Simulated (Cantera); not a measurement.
A closed system holds: 1 mol CH3Cl, 0.19 mol H2, 0.025 mol CH4, at 41.0 Pa.

Equilibrium computed with Cantera from the NASA thermochemical tables; the gas is ideal and each condensed phase is pure. Candidate condensed phases: C, C6H6, C7H8, C8H18; 91 gas species. The numbers say what is thermodynamically allowed, not how fast it happens.

x: gas mole fraction; nothing condenses.

```
T (K)    x H   x Cl     x C     x C3      x H2     x C2
-----  -----  -----  ------  -------  --------  -------
2873   0.683  0.202  0.0235   0.0560    0.0173  0.00826
2923   0.686  0.201  0.0316   0.0520    0.0126  0.00960
2973   0.686  0.200  0.0416   0.0472   0.00914   0.0109
3023   0.683  0.198  0.0538   0.0418   0.00667   0.0122
3073   0.679  0.197  0.0682   0.0357   0.00489   0.0131
3123   0.673  0.194  0.0843   0.0292   0.00360   0.0137
3173   0.666  0.192   0.102   0.0226   0.00267   0.0137
3223   0.658  0.190   0.119   0.0165   0.00199   0.0131
3273   0.652  0.188       …        …         …        …
3323   0.646  0.186   0.149        …         …        …
3373   0.642  0.185   0.159  0.00431  0.000879  0.00854
3423   0.639  0.184   0.167  0.00248  0.000685  0.00684
```

Question: What belongs in the gaps?

Answer: 
- 3323, x C3: 0.00717
- 3323, x H2: 0.00114
- 3323, x C2: 0.0103
- 3273, x C: 0.135
- 3273, x C3: 0.0113
- 3273, x H2: 0.00150
- 3273, x C2: 0.0119
